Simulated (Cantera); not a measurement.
An isothermal, constant-pressure homogeneous reactor starts with H2 : O2 : N2 = 0.74 : 1 : 0.63 (molar parts), equivalence ratio 0.37, at 1375 K and 563 Torr.

Detailed kinetics in Cantera: the H2/O2 subset of GRI-Mech 3.0, which has no nitrogen chemistry. The temperature is held fixed by assumption; the heat of reaction is taken as removed at once.

x: mole fraction; the columns are a selection and need not sum to one.

```
t (s)         x H2   x O2     x HO2      x OH         x O   x H2O2
--------  --------  -----  --------  --------  ----------  -------
9.00e-6      0.307  0.420   7.42e-5  0.000583  (withheld)  5.76e-7
3.30e-5    0.00721  0.310  0.000216   0.00771  (withheld)  1.28e-5
0.000121  0.000341  0.314   3.12e-5   0.00140  (withheld)  2.39e-6
0.000445   2.36e-5  0.315   3.68e-6  0.000458  (withheld)  5.42e-7
0.00163    2.85e-6  0.315   6.83e-7  0.000191  (withheld)  1.40e-7
0.00600    6.12e-7  0.315   2.32e-7   9.31e-5  (withheld)  4.15e-8
0.0220     2.59e-7  0.315   1.79e-7   5.85e-5  (withheld)  1.89e-8
0.0809     2.34e-7  0.315   1.78e-7   5.48e-5     4.15e-7  1.70e-8
0.297      2.34e-7  0.315   1.78e-7   5.48e-5     4.15e-7  1.70e-8
1.09       2.34e-7  0.315   1.78e-7   5.48e-5     4.15e-7  1.70e-8
4.00       2.34e-7  0.315   1.78e-7   5.48e-5     4.15e-7  1.70e-8
```

Problem. Some entries are withheld; supply them.

Solution. 
- 9.00e-6, x O: 0.000772
- 3.30e-5, x O: 0.00764
- 0.000121, x O: 0.000286
- 0.000445, x O: 2.86e-5
- 0.00163, x O: 4.97e-6
- 0.00600, x O: 1.19e-6
- 0.0220, x O: 4.73e-7
